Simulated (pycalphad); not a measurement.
Source of the numbers: pycalphad with the COST 507 light-alloy database (1999); pressure 1 atm. The data set is of 1999 and partly superseded. Kinetics are ignored, which matters at the lower temperatures.

**Si-1.75V (at.%): equilibrium cooling sequence**

```csv
T (°C),phases above,phases below
1406.5,liquid,diamond (Si) + liquid
1401.9,diamond (Si) + liquid,diamond (Si) + SI2V
```

Changes were sought between steps of 50 K, so a narrower field can be missed.

Database names, with the compositions (at.%) that they take in these runs: SI2V: Si 67 V 33.
